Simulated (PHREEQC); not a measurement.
Model water analysis in mg/kgw, 50 °C, pH 7.23, pe -1: Na 1580; K 215; Ca 321; Mg 201; Cl 2950; S(6) as SO4 844; Alkalinity as HCO3 3.9; Fe(2) 0.984; Mn(2) 18.9; Sr 1.85; N(-3) as NH4 2.53.

Cl is adjusted to close the charge balance.
Valence states are taken as typed.

Model: ion-association model, wateq4f.dat, run in PHREEQC.

```json
[
 {"quantity": "Mg+2 (mol/kgw)", "before": "0.00652", "after": "0.0247"},
 {"quantity": "SO4-2 (mol/kgw)", "before": "0.00518", "after": "0.0161"},
 {"quantity": "MgSO4 (mol/kgw)", "before": "0.00174", "after": "0.00836"},
 {"quantity": "CaSO4 (mol/kgw)", "before": "0.00103", "after": "0.00477"},
 {"quantity": "SI of Rhodochrosite (MnCO3)", "before": "-0.18", "after": "+0.65"},
 {"quantity": "SI of Gypsum (CaSO4:2H2O)", "before": "-0.75", "after": "-0.06"}
]
```

Task: Which change was made?
(A) all concentrations times 4 at the same typed pH
(B) Fe(2) from 0.984 to 2.95 mg/kgw
(C) temperature from 50 to 10 °C at the same typed pH

Result: A, all concentrations times 4 at the same typed pH

Precipitation was switched off in this run. Some of these states are supersaturated (in Rhodochrosite, for instance). At this temperature some constants are extrapolated from 25 °C, and those without enthalpy data are left unchanged.
